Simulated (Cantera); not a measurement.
Gas mixture: 19.3 % CO₂, 80.7 % NO, at 1330 Pa, frozen composition.

Cantera's kinetic-theory transport with the Lennard-Jones parameters of GRI-Mech 3.0, ideal gas; thermal conductivity in the mixture-averaged form. The composition is frozen, though it would react at the higher temperatures.

One state of this run: ρ (kg/m³) = 0.00524; cp (J/kg/K) = 1159; μ (µPa s) = 42.6; λ (mW/m/K) = 68.7; Pr = 0.718; D (cm²/s) CH₃ = 129; D (cm²/s) H₂ = 432; D (cm²/s) CH₄ = 129. D: mixture-averaged diffusion coefficient of that species in the mixture.

Which value of T (K) does it belong to?
A) 1300
B) 1000
C) 1150
D) 400

B, 1000
